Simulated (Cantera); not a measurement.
Mixture: H2 : O2 : N2 = 1 : 0.263 : 0.989 (molar parts), at 760 Torr, adiabatic and at constant volume. Ignition delay is the time to a rise of 400 K.

Model: the H2/O2 subset of GRI-Mech 3.0, which has no nitrogen chemistry, integrated in Cantera. Where the delays flatten at high temperature, the 400 K rule measures the pace of heat release, not the induction time.

Q: What does this change do: H2 1 to 0.58 parts?

A: 
```tsv
quantity	before	after
delay at 1223 K	43.1 µs	39.4 µs
delay at 1323 K	27.3 µs	25.3 µs
delay at 1423 K	19.2 µs	18.2 µs
delay at 1523 K	14.9 µs	14.4 µs
```
